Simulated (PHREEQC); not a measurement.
A solution holds 0.058 mol NH3 and 7.8e-07 mol H4SiO4 per kg of water, at 20 °C. Closed to the air; pH follows from the charge balance.

The numbers come from PHREEQC with the ion-association model, phreeqc.dat.

This is a speciation only: nothing precipitates in the calculation.

Task: Order these Si species by the share of Si that they hold, largest first: H4SiO4, H2SiO4-2, H3SiO4-.

Result: H3SiO4- (94 %), H4SiO4 (5.1 %), H2SiO4-2 (0.74 %)

The pH is 11.16 and the ionic strength 0.00103 mol/kgw. Species that the database lacks are ignored.
